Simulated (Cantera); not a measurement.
Source: NASA polynomial tables (part measured, part estimated), evaluated in Cantera. Values are per mole of reaction as written; species without (g) are pure solids or liquids, kept so even where they would boil at 1 bar.

Question: Between 998 and 1373 K, where is each reaction favourable under standard conditions?
- SrO + 5 H(g) + NO(g) = NH3(g) + Sr(OH)2

Answer: 
- SrO + 5 H(g) + NO(g) = NH3(g) + Sr(OH)2: ΔG° is -1039 kJ at 998 K and -831 kJ at 1373 K; it stays negative (K > 1). ΔH° is -1588 kJ and ΔS° -551 J/K at 1373 K.
